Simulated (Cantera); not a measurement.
Input: 1 mol Si, a varied amount of NF₃, held at 277 °C and 62.0 mbar.

These are equilibrium values from Cantera (NASA tables, ideal gas, pure condensed phases), not measurements of a reactor. Candidate condensed phases: Si, Si₃N₄; 16 gas species. The numbers say what is thermodynamically allowed, not how fast it happens.

Q: Which condensed phases are stable at each of these points (n(NF₃) (mol)): 0.7, 0.89, 1.1, 1.4, 1.8, 2.3, 2.9?

A: 
```csv
n(NF₃) (mol),condensed phases,Si condensed (%)
0.7,Si₃N₄(s),47.5
0.89,Si₃N₄(s),33.2
1.1,Si₃N₄(s),17.5
1.4,gas only,0.0
1.8,gas only,0.0
2.3,gas only,0.0
2.9,gas only,0.0
```

From 0.7 mol NF₃ to 1.1 mol NF₃ the condensed part is Si₃N₄(s). From 1.4 mol NF₃ to 2.9 mol NF₃ nothing is condensed.
